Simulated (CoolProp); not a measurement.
Vapour-liquid equilibrium of dimethyl carbonate (1) + cyclohexane (2) at 203.15 °C; x and y are mole fractions of (1).

Model: multi-fluid Helmholtz-energy mixture model, Zhou 2011 and Zhou 2014; pair parameters Bell 2016, in CoolProp.

| x | bubble pressure, mixture model (bar) | bubble pressure, Raoult's law (bar) | y, mixture model | y, Raoult's law |
|---|---|---|---|---|
| 0.05 | [?] | 14.15 | 0.091 | 0.050 |
| 0.125 | 16.18 | 14.15 | 0.195 | 0.126 |
| 0.2 | [?] | 14.16 | [?] | 0.201 |
| 0.275 | [?] | 14.16 | 0.339 | 0.276 |
| 0.35 | 17.84 | 14.17 | 0.396 | 0.351 |
| 0.425 | 18.02 | 14.18 | 0.447 | 0.426 |
| 0.5 | [?] | 14.18 | 0.497 | 0.502 |
| 0.575 | [?] | 14.19 | 0.547 | 0.576 |
| 0.65 | 17.78 | 14.20 | 0.599 | 0.651 |
| 0.725 | 17.41 | 14.20 | 0.657 | 0.726 |
| 0.8 | 16.86 | 14.21 | 0.725 | 0.801 |
| 0.875 | 16.10 | 14.22 | 0.806 | 0.876 |
| 0.95 | [?] | 14.22 | 0.911 | 0.950 |

**Question.** Some entries are withheld; supply them.

**Answer.** 
- 0.05, bubble pressure, mixture model (bar): 15.09
- 0.2, bubble pressure, mixture model (bar): 16.96
- 0.2, y, mixture model: 0.274
- 0.275, bubble pressure, mixture model (bar): 17.49
- 0.5, bubble pressure, mixture model (bar): 18.07
- 0.575, bubble pressure, mixture model (bar): 17.99
- 0.95, bubble pressure, mixture model (bar): 15.08

The largest gap from Raoult's law is +27.4 % in bubble pressure, at x = 0.5. y crosses x between x = 0.425 and 0.5: the model has an azeotrope there.

The pair parameters rest on a limited set of measurements; away from them the model extrapolates.
